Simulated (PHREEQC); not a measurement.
0.5 mol of CuF2:2H2O (CuF2:2H2O) is brought to equilibrium with 1 kg of water, with rising amounts of AgF, at 25 °C. Oxygen is held at 0.21 atm. The system is closed to CO2. The run lets CuF2:2H2O, Cu(OH)2, Ag2O precipitate or redissolve, and no other solid.

Model: ion-association model, wateq4f.dat, run in PHREEQC.

Problem. Predict pH, dissolved Cu (mol/kgw) at AgF added (mol) = 0.0417, 0.0833, 0.146, 0.229, 0.25.

Solution. 
```csv
AgF added (mol),pH,dissolved Cu (mol/kgw)
0.0417,5.34,0.0286
0.0833,5.49,0.0208
0.146,5.62,0.0140
0.229,5.74,0.00958
0.25,5.77,0.00888
```

Complexes and solids missing from the database can't appear.
